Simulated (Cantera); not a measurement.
Input: 1 mol SiCl₄, 0.77 mol HCl, 43 mol N₂, equilibrated at 1298.15 K and 4.10 mbar.

These are equilibrium values from Cantera (NASA tables, ideal gas, pure condensed phases), not measurements of a reactor. Candidate condensed phases: NH₄Cl, Si, Si₃N₄; 28 gas species. The tables' values for SiCl₃ are old estimates; treat these amounts as uncertain. Kinetics and transport are ignored.

Base state: N₂ 0.960, SiCl₄ 0.0221, HCl 0.0172, Cl 0.000286, SiCl₃ 0.000254, SiCl₂ 1.74e-5 (mole fractions); condensed: gas only.

**Question.** What changes in the equilibrium state with this change: SiCl₄ replaced by SiH₄?

**Answer.** 
```tsv
species	before	after
N₂	0.960	0.939
H₂	7.27e-7	0.0444
HCl	0.0172	0.0170
SiCl₄	0.0221	8.64e-7
SiCl₂	1.74e-5	4.28e-5
Cl	0.000286	1.14e-6
SiCl₃	0.000254	2.49e-6
Si₃N₄(s), mol	0	0.333
```
N₂ is the only nitrogen source here; it is nearly inert below about 1500 K, so the nitride shown seldom forms there in practice.

**Question.** What changes in the equilibrium state with this change: temperature from 1298.15 K to 1400 K?

**Answer.** 
```csv
species,before,after
N₂,0.960,0.959
SiCl₄,0.0221,0.0213
HCl,0.0172,0.0172
Cl,0.000286,0.00114
SiCl₂,1.74e-5,0.000148
SiCl₃,0.000254,0.000861
```

**Question.** What changes in the equilibrium state with this change: SiCl₄ replaced by SiH₂Cl₂?

**Answer.** 
| species | before | after |
|---|---|---|
| N₂ | 0.960 | 0.941 |
| HCl | 0.0172 | 0.0470 |
| H₂ | 7.27e-7 | 0.00717 |
| SiCl₄ | 0.0221 | 0.00195 |
| SiCl₂ | 1.74e-5 | 0.00203 |
| SiHCl₃ | 4.21e-8 | 1.34e-5 |
| Cl | 0.000286 | 7.86e-6 |
| SiCl₃ | 0.000254 | 0.000814 |
| Si₃N₄(s), mol | 0 | 0.261 |
N₂ is the only nitrogen source here; it is nearly inert below about 1500 K, so the nitride shown seldom forms there in practice.
